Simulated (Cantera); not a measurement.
Feed: 1 mol Hg, 15 mol N₂, 0.81 mol O₂, held at 0.133 bar.

These are equilibrium values from Cantera (NASA tables, ideal gas, pure condensed phases), not measurements of a reactor. Candidate condensed phases: Hg, HgO; 10 gas species. Equilibrium is a limit: real reactors are often held back by kinetics, nucleation or transport. All values below are at 1075 K.

Base state: N₂ 0.892, Hg 0.0595, O₂ 0.0482, NO 3.43e-5 (mole fractions); condensed: gas only.

### Question
What changes in the equilibrium state with this change: Hg replaced by Pb?

### Answer
```csv
species,before,after
N₂,0.892,0.980
O₂,0.0482,0.0202
NO,3.43e-5,2.33e-5
Hg,0.0595,0
PbO,0,2.31e-5
"PbO(yellow), mol",0,1.000
```
Further candidate phases: Pb, PbO, PbO₂, Pb₃O₄.
